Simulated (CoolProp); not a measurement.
CH3F (R41) along the isotherm 45.75 °C: density (kg/m³) from the reference equation and from simpler models built on Tc = 44.1 °C, pc = 5.906 MPa, ω = 0.200; each cubic takes its own stable root.

The numbers come from the reference Helmholtz-energy equation of state, Lemmon 2006 in CoolProp. It is a short technical equation, of lower accuracy than the large ones.

```json
[
 {"p (MPa)": "0.0467", "phase": "gas", "reference": "0.6013"},
 {"p (MPa)": "0.083", "phase": "gas", "reference": "1.071"},
 {"p (MPa)": "0.148", "phase": "gas", "reference": "1.918"},
 {"p (MPa)": "0.263", "phase": "gas", "reference": "3.436"},
 {"p (MPa)": "0.467", "phase": "gas", "reference": "6.187"},
 {"p (MPa)": "0.83", "phase": "gas", "reference": "11.29"},
 {"p (MPa)": "1.48", "phase": "gas", "reference": "21.16"},
 {"p (MPa)": "2.63", "phase": "gas", "reference": "41.73"},
 {"p (MPa)": "4.67", "phase": "gas", "reference": "98.26"},
 {"p (MPa)": "8.3", "phase": "supercritical", "reference": "516.0"},
 {"p (MPa)": "14.8", "phase": "supercritical", "reference": "596.6"}
]
```

Question: How far does each simpler model (Soave-Redlich-Kwong, Peng-Robinson) lie from the reference over these 11 states: mean and median of the absolute difference, and the worst?

Answer: 
- Soave-Redlich-Kwong: mean 5.7 %, median 0.8 %, worst -27.0 % at 45.75 °C and 8.3 MPa
- Peng-Robinson: mean 3.5 %, median 0.3 %, worst -19.3 % at 45.75 °C and 8.3 MPa
